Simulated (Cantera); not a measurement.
Input: 1 mol Nb, 0.048 mol H2O, 100 mol H2, held at 2225 K and 75.0 Torr.

Cantera equilibrium calculation (NASA polynomials, part measured and part estimated; ideal gas, pure solids and liquids). Condensed phases not in the tables: N, O or C dissolved in the metal. The numbers say what is thermodynamically allowed, not how fast it happens.

```csv
species,before,after
H2,0.979,0.862
H,0.0203,0.138
H2O,0.000461,0.000247
NbO,6.75e-6,0.000165
NbO2,2.91e-6,1.24e-5
"Nb(s), mol",0.999,0.981
```
Gas species are given as mole fractions.

### Question
Which change was made?
A. pressure from 75.0 Torr to 1 atm
B. pressure from 75.0 Torr to 0.0383 Torr
C. pressure from 75.0 Torr to 0.0218 Torr
D. temperature from 2225 K to 2650 K

### Answer
D, temperature from 2225 K to 2650 K
